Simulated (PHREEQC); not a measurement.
Ca(OH)2 is added in steps, without added water, to 1 kg of water holding 0.013 mol/kgw NaHSO4, 3.9e-05 mol/kgw KOH and 0.17 mol/kgw KCl, at 70 °C. Oxygen alone is held at its pressure in air (log pO2 = -0.68). No CO2 enters from the air. Solids allowed: Gypsum, Halite, Sylvite. Others were left out.

Base run: PHREEQC, ion-association model, phreeqc.dat. Each further column changes one thing. The table gives HSO4- (mol/kgw).

```csv
Ca(OH)2 added (mol),base,Debye-Hückel limiting law,all activity coefficients set to 1,database pitzer.dat,database wateq4f.dat
0,0.00417,0.00261,0.00528,0.00499,0.00422
0.000875,0.00371,0.00230,0.00466,0.00446,0.00375
0.00175,0.00321,0.00197,0.00401,0.00388,0.00325
0.002625,0.00269,0.00164,0.00333,0.00326,0.00272
0.0035,0.00214,0.00129,0.00262,0.00260,0.00216
0.004375,0.00155,0.000926,0.00189,0.00189,0.00156
0.00525,0.000930,0.000550,0.00113,0.00114,0.000938
0.006125,0.000276,0.000162,0.000331,0.000338,0.000278
0.007,1.88e-10,1.49e-10,1.40e-10,2.89e-10,1.81e-10
```

Away from 25 °C the constants follow the database's enthalpies or fits; those with neither stay at their 25 °C values. pitzer.dat has no redox and few complexes: it carries them in its interaction parameters. phreeqc.dat and wateq4f.dat share most of their constants, so their agreement is no independent check. Solids allowed in the column 'database pitzer.dat': Arcanite, Glaserite, Glauberite, Gypsum, Anhydrite, Halite, Mirabilite, Misenite, Portlandite, Sylvite, Syngenite, Thenardite. Solids allowed in the column 'database wateq4f.dat': Gypsum, Portlandite, Halite, Mirabilite.
